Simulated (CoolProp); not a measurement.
Vapour-liquid equilibrium of propylene (1) + propane (2) at 199.1 K; x and y are mole fractions of (1).

The numbers come from the multi-fluid Helmholtz-energy mixture model, Lemmon 2013 and Lemmon 2009; pair parameters Bell 2016 in CoolProp.

```json
[
 {"x": "0.05", "bubble pressure, mixture model (kPa)": "19.59", "bubble pressure, Raoult's law (kPa)": "19.42", "y, mixture model": "0.073", "y, Raoult's law": "0.065"},
 {"x": "0.125", "bubble pressure, mixture model (kPa)": "?", "bubble pressure, Raoult's law (kPa)": "19.88", "y, mixture model": "0.174", "y, Raoult's law": "0.159"},
 {"x": "0.2", "bubble pressure, mixture model (kPa)": "20.92", "bubble pressure, Raoult's law (kPa)": "20.35", "y, mixture model": "?", "y, Raoult's law": "0.249"},
 {"x": "0.275", "bubble pressure, mixture model (kPa)": "21.51", "bubble pressure, Raoult's law (kPa)": "20.82", "y, mixture model": "0.349", "y, Raoult's law": "0.335"},
 {"x": "0.35", "bubble pressure, mixture model (kPa)": "22.06", "bubble pressure, Raoult's law (kPa)": "21.29", "y, mixture model": "?", "y, Raoult's law": "0.417"},
 {"x": "0.425", "bubble pressure, mixture model (kPa)": "22.57", "bubble pressure, Raoult's law (kPa)": "21.76", "y, mixture model": "0.500", "y, Raoult's law": "0.495"},
 {"x": "0.5", "bubble pressure, mixture model (kPa)": "23.04", "bubble pressure, Raoult's law (kPa)": "22.22", "y, mixture model": "0.570", "y, Raoult's law": "0.570"},
 {"x": "0.575", "bubble pressure, mixture model (kPa)": "23.48", "bubble pressure, Raoult's law (kPa)": "22.69", "y, mixture model": "0.637", "y, Raoult's law": "0.642"},
 {"x": "0.65", "bubble pressure, mixture model (kPa)": "23.88", "bubble pressure, Raoult's law (kPa)": "23.16", "y, mixture model": "?", "y, Raoult's law": "0.711"},
 {"x": "0.725", "bubble pressure, mixture model (kPa)": "24.25", "bubble pressure, Raoult's law (kPa)": "23.63", "y, mixture model": "?", "y, Raoult's law": "0.778"},
 {"x": "0.8", "bubble pressure, mixture model (kPa)": "24.59", "bubble pressure, Raoult's law (kPa)": "24.10", "y, mixture model": "?", "y, Raoult's law": "0.841"},
 {"x": "0.875", "bubble pressure, mixture model (kPa)": "24.90", "bubble pressure, Raoult's law (kPa)": "24.56", "y, mixture model": "0.892", "y, Raoult's law": "0.903"},
 {"x": "0.95", "bubble pressure, mixture model (kPa)": "25.18", "bubble pressure, Raoult's law (kPa)": "25.03", "y, mixture model": "?", "y, Raoult's law": "0.962"}
]
```

**Question.** What belongs in the gaps?

**Answer.** 
- 0.125, bubble pressure, mixture model (kPa): 20.28
- 0.2, y, mixture model: 0.265
- 0.35, y, mixture model: 0.427
- 0.65, y, mixture model: 0.702
- 0.725, y, mixture model: 0.766
- 0.8, y, mixture model: 0.829
- 0.95, y, mixture model: 0.957

The largest gap from Raoult's law is +3.7 % in bubble pressure, at x = 0.425. No azeotrope shows between x = 0.05 and 0.95.

The pair parameters rest on a limited set of measurements; away from them the model extrapolates.
